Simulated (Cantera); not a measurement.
Cantera run:

```python
import numpy as np
import cantera as ct

gas_names = """
    F F2 H HF H2 H2F2 H3F3 H4F4 H5F5 H6F6 H7F7 N NF NF2 NF3 NH NH2 NH3 N2 N2H2 N2H4 Si SiF SiF2 SiF3
    SiF4 SiH SiHF3 SiH2 SiH2F2 SiH3 SiH3F SiH4 SiN Si2 Si2N Si3
""".split()
cond_names = """
    Si(cr) Si(L) Si3N4(a)
""".split()


# ... load() reads the species with a 1 bar reference pressure and builds the phases ...
atoms = {
    'Si3N4': {'Si': 3, 'N': 4},
    'F2': {'F': 2},
    'H2': {'H': 2},
}
top_T = {'Si3N4(a)': 2400}  # K; cautious upper limits of use, not melting points


# ... equilibrate(T, P, feed) seeds the gas with the atoms and calls Mixture.equilibrate('TP', solver="gibbs", rtol=1e-10, max_steps=50000) ...
results = []
P = 4600  # Pa
for T in [1298, 1348, 1398, 1448, 1498, 1548, 1598, 1648, 1698, 1748, 1798]:
    for m in [0.72, 1.4, 2.6, 5, 9.6, 18, 35, 67]:
        feed = {'Si3N4': 1, 'F2': 3.5, 'H2': m}  # mol
        mix = equilibrate(T, P, feed)
        results.append((T, P, feed, dict(zip(mix.species_names, mix.species_moles))))

for T, P, feed, n in results:
    print(f"{T:7g} {feed['H2']:10.4g}  " + (" + ".join(c for c in cond_names if n.get(c, 0) > 1e-12) or "gas only"))
```

Output:

```
   1298       0.72  Si3N4(a)
   1298        1.4  Si3N4(a)
   1298        2.6  Si3N4(a)
   1298          5  Si3N4(a)
   1298        9.6  Si3N4(a)
   1298         18  Si3N4(a)
   1298         35  Si3N4(a)
   1298         67  Si3N4(a)
   1348       0.72  Si3N4(a)
   1348        1.4  Si3N4(a)
   1348        2.6  Si3N4(a)
   1348          5  Si3N4(a)
   1348        9.6  Si3N4(a)
   1348         18  Si3N4(a)
   1348         35  Si3N4(a)
   1348         67  Si3N4(a)
   1398       0.72  Si3N4(a)
   1398        1.4  Si3N4(a)
   1398        2.6  Si3N4(a)
   1398          5  Si3N4(a)
   1398        9.6  Si3N4(a)
   1398         18  Si3N4(a)
   1398         35  Si3N4(a)
   1398         67  Si3N4(a)
   1448       0.72  Si3N4(a)
   1448        1.4  Si3N4(a)
   1448        2.6  Si3N4(a)
   1448          5  Si3N4(a)
   1448        9.6  Si3N4(a)
   1448         18  Si3N4(a)
   1448         35  Si3N4(a)
   1448         67  Si3N4(a)
   1498       0.72  Si3N4(a)
   1498        1.4  Si3N4(a)
   1498        2.6  Si3N4(a)
   1498          5  Si3N4(a)
   1498        9.6  Si3N4(a)
   1498         18  Si3N4(a)
   1498         35  Si3N4(a)
   1498         67  Si3N4(a)
   1548       0.72  Si3N4(a)
   1548        1.4  Si3N4(a)
   1548        2.6  Si3N4(a)
   1548          5  Si3N4(a)
   1548        9.6  Si3N4(a)
   1548         18  Si3N4(a)
   1548         35  Si3N4(a)
   1548         67  Si3N4(a)
   1598       0.72  Si3N4(a)
   1598        1.4  Si3N4(a)
   1598        2.6  Si3N4(a)
   1598          5  Si3N4(a)
   1598        9.6  Si3N4(a)
   1598         18  Si3N4(a)
   1598         35  Si3N4(a)
   1598         67  Si3N4(a)
   1648       0.72  Si3N4(a)
   1648        1.4  Si3N4(a)
   1648        2.6  Si3N4(a)
   1648          5  Si3N4(a)
   1648        9.6  Si3N4(a)
   1648         18  Si3N4(a)
   1648         35  Si3N4(a)
   1648         67  Si3N4(a)
   1698       0.72  Si3N4(a)
   1698        1.4  Si3N4(a)
   1698        2.6  Si3N4(a)
   1698          5  Si3N4(a)
   1698        9.6  Si3N4(a)
   1698         18  Si3N4(a)
   1698         35  Si3N4(a)
   1698         67  Si(L)
   1748       0.72  Si3N4(a)
   1748        1.4  Si3N4(a)
   1748        2.6  Si3N4(a)
   1748          5  Si3N4(a)
   1748        9.6  Si3N4(a)
   1748         18  Si(L) + Si3N4(a)
   1748         35  Si(L)
   1748         67  Si(L)
   1798       0.72  Si3N4(a)
   1798        1.4  Si3N4(a)
   1798        2.6  Si3N4(a)
   1798          5  Si(L) + Si3N4(a)
   1798        9.6  Si(L)
   1798         18  Si(L)
   1798         35  Si(L)
   1798         67  Si(L)
```

Equilibrium computed with Cantera from the NASA thermochemical tables; the gas is ideal and each condensed phase is pure. Mutual solubility and eutectic melting of coexisting phases are not modelled. The tables' values for SiF2, SiF3 are old estimates.
